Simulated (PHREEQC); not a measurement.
Dissolve 0.0048 mol/kgw H2SO4, 5.7e-05 mol/kgw H4SiO4 and 4.73e-05 mol/kgw CO2 at 75 °C. Closed to the air; pH follows from the charge balance.

Computed with PHREEQC (ion-association model, wateq4f.dat).

Precipitation was switched off in this run.

Question: Estimate the pH, ionic strength.

Answer: pH 2.21; ionic strength 0.00858 mol/kgw.

Question: In which forms is S present?

Answer: HSO4- 61 %, SO4-2 39 % of the S.

Away from 25 °C the constants follow the database's enthalpies or fits; those with neither stay at their 25 °C values.
